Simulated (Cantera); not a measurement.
Cantera run, input and output.

```python
import numpy as np
import cantera as ct

gas = ct.Solution("gri30.yaml")
gas.TPX = 1423, 100000, {'C2H6': 1, 'N2': 2.1}
reactor = ct.IdealGasConstPressureReactor(gas, energy="off", clone=False)
net = ct.ReactorNet([reactor])
net.rtol, net.atol = 1e-08, 1e-18
show = ['C2H6', 'CH3', 'C2H4', 'CH2', 'HCN']
times = np.geomspace(8e-05, 20, 9)

steps = ct.SolutionArray(gas, extra=["t"])
rows = []
print(f"{'t/s':>10s}{'T/K':>9s}{'P/Pa':>11s}" + "".join(f"{s:>11s}" for s in show))
for t in times:
    while net.time < t:
        t_next = net.step()
        steps.append(gas.state, t=t_next)
    rows.append([np.interp(t, steps.t, y) for y in (steps.T, steps.P, *steps(*show).X.T)])
    print(f"{t:10.3e}{rows[-1][0]:9.1f}{rows[-1][1]:11.4g}" + "".join(f"{x:11.3e}" for x in rows[-1][2:]))
rate = np.gradient(steps.T, steps.t)
print("integrator steps:", len(steps.t))
if steps.T.max() > steps.T[0] + 200:
    print(f"time of steepest temperature rise: {steps.t[rate.argmax()]:.4e} s")
gas.TPX = 1423, 100000, {'C2H6': 1, 'N2': 2.1}
gas.equilibrate("TP")
print(f"equilibrium (TP): T = {gas.T:.1f} K  " + "  ".join(f"{s} {gas[s].X[0]:.3e}" for s in show))
```

It prints:

```
       t/s      T/K       P/Pa       C2H6        CH3       C2H4        CH2        HCN
 8.000e-05   1423.0      1e+05  2.667e-01  9.909e-04  3.508e-02  1.768e-07  1.267e-09
 3.783e-04   1423.0      1e+05  1.160e-01  6.889e-04  1.263e-01  1.131e-07  2.009e-09
 1.789e-03   1423.0      1e+05  5.709e-03  1.506e-04  1.527e-01  1.103e-08  2.259e-09
 8.459e-03   1423.0      1e+05  4.104e-04  4.014e-05  1.061e-01  8.835e-10  2.193e-09
 4.000e-02   1423.0      1e+05  1.885e-04  2.899e-05  4.860e-02  4.631e-10  2.106e-09
 1.891e-01   1423.0      1e+05  1.130e-04  2.432e-05  2.840e-02  3.122e-10  2.112e-09
 8.944e-01   1423.0      1e+05  1.076e-04  2.535e-05  2.688e-02  2.931e-10  2.271e-09
 4.229e+00   1423.0      1e+05  1.023e-04  2.688e-05  2.466e-02  2.698e-10  2.815e-09
 2.000e+01   1423.0      1e+05  1.015e-04  2.724e-05  2.414e-02  2.655e-10  4.890e-09
integrator steps: 1537
equilibrium (TP): T = 1423.0 K  C2H6 8.086e-05  CH3 2.431e-05  C2H4 1.831e-02  CH2 2.312e-10  HCN 9.548e-02
```

Cantera simulation using GRI-Mech 3.0 (53 species, 325 reactions); the numbers are that mechanism's predictions, not measurements. GRI-Mech 3.0 stops at C3 and has no aromatics, soot or wall deposition, so with more carbon than oxygen in the feed, carbon stays in small species such as C2H2 where larger ones or solid carbon would form.
